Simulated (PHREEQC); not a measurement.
Make-up at 25 °C: 0.14 mol H2SO4, 0.00012 mol FeCl3 and 0.21 mol KCl per kg of water. Closed to the air; pH follows from the charge balance.

Model: ion-association model, phreeqc.dat, run in PHREEQC.

This is a speciation only: nothing precipitates in the calculation.

Order these S species by the share of S that they hold, largest first: KSO4-, HSO4-, SO4-2.

HSO4- (75 %), SO4-2 (19 %), KSO4- (5.6 %)

Order these Fe species by the share of Fe that they hold, largest first: FeHSO4+2, FeCl+2, FeSO4+, Fe+3, Fe(SO4)2-.

FeSO4+ (43 %), FeHSO4+2 (37 %), FeCl+2 (8.3 %), Fe(SO4)2- (5.2 %), Fe+3 (4.7 %)

The pH is 0.87 and the ionic strength 0.403 mol/kgw.
